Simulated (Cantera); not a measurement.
Mixture: 6.47 % CH4, 2.13 % H2, 12.7 % O2, 76.3 % N2, 2.33 % H2O, equivalence ratio 1.1, at 37.0 bar, adiabatic and at constant volume. Ignition delay is the time to a rise of 400 K.

Model: GRI-Mech 3.0 (53 species, 325 reactions), integrated in Cantera. The pressure lies above the range GRI-Mech 3.0 was tuned for (to about 10 atm).

Question: Predict: delay at 1125 K; delay at 1200 K; delay at 1275 K; delay at 1350 K; delay at 1425 K; apparent activation energy between 1275 and 1425 K.

Answer: 
```json
{
  "delay at 1125 K": "0.835 ms",
  "delay at 1200 K": "0.299 ms",
  "delay at 1275 K": "0.132 ms",
  "delay at 1350 K": "69.0 µs",
  "delay at 1425 K": "40.2 µs",
  "apparent activation energy between 1275 and 1425 K": "120 kJ/mol"
}
```
